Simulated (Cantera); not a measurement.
Charge: 1 mol HMDSO, 0.11 mol N2O, 0.77 mol H2, at 1498 K.

Cantera equilibrium calculation (NASA polynomials, part measured and part estimated; ideal gas, pure solids and liquids). Candidate condensed phases: C, C6H6, C7H8, C8H18, H2O, Si, SiC, SiO2, Si2N2O, Si3N4; 151 gas species. The feed counts by its element totals alone. Rates play no part.

Task: At 0.338 Torr, list the 6 most abundant gas species with their mole fractions, and the condensed phases.

Result: H2 0.888, CO 0.101, N2 0.00996, H 0.000763, SiO 0.000196, HCN 9.80e-5. Condensed: C(graphite) + SiC(s).
